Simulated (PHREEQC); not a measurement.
Make-up at 25 °C: 0.25 mol FeCl3, 0.018 mol CaCl2 and 0.0087 mol NaHCO3 per kg of water. Closed to the air; pH follows from the charge balance.

All values are PHREEQC results (ion-association model, phreeqc.dat), not measurements.

No solid was allowed to form.

Question: Predict the pH, activity of water, ionic strength.

Answer: pH 2.01; activity of water 0.986; ionic strength 0.836 mol/kgw.

Question: In which forms is Cl present?

Answer: Cl- 68 %, FeCl+2 18 %, FeCl2+ 14 % of the Cl.

Examples of supersaturated solids here: Hematite (slow to form), Goethite (slow to form). Others may be too. The ionic strength is past about 0.7 mol/kgw, beyond the range of this activity model, so the values are rough. Species that the database lacks are ignored.
